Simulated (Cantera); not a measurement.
Standard-state values (1 bar) from the NASA 1993 polynomials, evaluated with Cantera. Values are per mole of reaction as written; species without (g) are pure solids or liquids, kept so even where they would boil at 1 bar.

MgO + N2O(g) = 2 NO(g) + Mg(g), with ΔH° = 849.3 kJ and ΔS° = 323.2 J/K at 300 K.

How far is the shortcut ΔG° ≈ ΔH°(300 K) − T·ΔS°(300 K) from the full temperature-dependent value at 1148, 1248, 1348, 1448, 1548, 1648, 1748 K?


```csv
T (K),shortcut (kJ),full (kJ),difference (kJ),difference in log10 K
1148,478.2,483.6,-5.3,0.24
1248,445.9,452.7,-6.8,0.29
1348,413.6,422.1,-8.5,0.33
1448,381.3,391.5,-10.3,0.37
1548,348.9,361.1,-12.2,0.41
1648,316.6,330.9,-14.3,0.45
1748,284.3,300.7,-16.4,0.49
```
The shortcut ignores the heat-capacity change of the reaction.
